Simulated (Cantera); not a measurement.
## Carbon deposition, reforming and gasification: C6H6 + O2 + H2 + H2O

Charge: 1 mol C6H6, 0.51 mol O2, 45 mol H2, 2.2 mol H2O, at 2198 K and 400 Pa.

Method: chemical equilibrium by Gibbs-energy minimisation in Cantera with the NASA 1993 tables (ideal gas, pure condensed phases). Candidate condensed phases: C, C6H6, C7H8, C8H18, H2O; 110 gas species. The numbers say what is thermodynamically allowed, not how fast it happens.

```json
{
 "x(H2)": "0.858",
 "x(H)": "0.0816",
 "x(CO)": "0.0578",
 "x(C2H2 (acetylene))": "0.00218",
 "x(C2H)": "7.12e-6",
 "x(C4H2)": "2.25e-6",
 "x(CH3)": "1.42e-6",
 "n(C(graphite))": "2.54 mol",
 "gas_amount": "55.69 mol"
}
```
